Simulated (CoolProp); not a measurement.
Saturation properties of dodecamethylcyclohexasiloxane (D6) (Tc = 645.8 K, pc = 0.9614 MPa, ω = 0.736).

The numbers come from the reference Helmholtz-energy equation of state, Colonna 2008 in CoolProp. It is a short technical equation, of lower accuracy than the large ones.

```json
[
 {"T (K)": "427.7", "p (MPa)": "0.007718", "liquid density (kg/m³)": "822.2", "vapour density (kg/m³)": "0.9778", "liquid cp (kJ/(kg K))": "1.833", "surface tension (mN/m)": "9.05"},
 {"T (K)": "440.7", "p (MPa)": "0.01219", "liquid density (kg/m³)": "806.7", "vapour density (kg/m³)": "1.508", "liquid cp (kJ/(kg K))": "1.861", "surface tension (mN/m)": "8.20"},
 {"T (K)": "453.8", "p (MPa)": "0.01866", "liquid density (kg/m³)": "790.6", "vapour density (kg/m³)": "2.258", "liquid cp (kJ/(kg K))": "1.888", "surface tension (mN/m)": "7.38"},
 {"T (K)": "466.9", "p (MPa)": "0.02768", "liquid density (kg/m³)": "774.3", "vapour density (kg/m³)": "3.286", "liquid cp (kJ/(kg K))": "1.916", "surface tension (mN/m)": "6.60"},
 {"T (K)": "480", "p (MPa)": "0.03991", "liquid density (kg/m³)": "757.4", "vapour density (kg/m³)": "4.665", "liquid cp (kJ/(kg K))": "1.944", "surface tension (mN/m)": "5.84"},
 {"T (K)": "493.1", "p (MPa)": "0.05612", "liquid density (kg/m³)": "740.0", "vapour density (kg/m³)": "6.484", "liquid cp (kJ/(kg K))": "1.972", "surface tension (mN/m)": "5.12"},
 {"T (K)": "506.2", "p (MPa)": "0.07717", "liquid density (kg/m³)": "722.0", "vapour density (kg/m³)": "8.848", "liquid cp (kJ/(kg K))": "2.001", "surface tension (mN/m)": "4.44"},
 {"T (K)": "519.3", "p (MPa)": "0.1040", "liquid density (kg/m³)": "703.2", "vapour density (kg/m³)": "11.89", "liquid cp (kJ/(kg K))": "2.030", "surface tension (mN/m)": "3.80"},
 {"T (K)": "532.4", "p (MPa)": "0.1378", "liquid density (kg/m³)": "683.4", "vapour density (kg/m³)": "15.78", "liquid cp (kJ/(kg K))": "2.062", "surface tension (mN/m)": "3.19"},
 {"T (K)": "545.5", "p (MPa)": "0.1796", "liquid density (kg/m³)": "662.5", "vapour density (kg/m³)": "20.74", "liquid cp (kJ/(kg K))": "2.095", "surface tension (mN/m)": "2.62"},
 {"T (K)": "558.6", "p (MPa)": "0.2309", "liquid density (kg/m³)": "640.0", "vapour density (kg/m³)": "27.08", "liquid cp (kJ/(kg K))": "2.132", "surface tension (mN/m)": "2.10"},
 {"T (K)": "571.7", "p (MPa)": "0.2931", "liquid density (kg/m³)": "615.6", "vapour density (kg/m³)": "35.23", "liquid cp (kJ/(kg K))": "2.175", "surface tension (mN/m)": "1.62"},
 {"T (K)": "584.8", "p (MPa)": "0.3682", "liquid density (kg/m³)": "588.7", "vapour density (kg/m³)": "45.83", "liquid cp (kJ/(kg K))": "2.225", "surface tension (mN/m)": "1.19"},
 {"T (K)": "597.8", "p (MPa)": "0.4574", "liquid density (kg/m³)": "558.6", "vapour density (kg/m³)": "59.76", "liquid cp (kJ/(kg K))": "2.290", "surface tension (mN/m)": "0.810"}
]
```

It boils at 518.1 K under 1 atm.

Surface tension comes from a separate correlation (Mulero 2014).
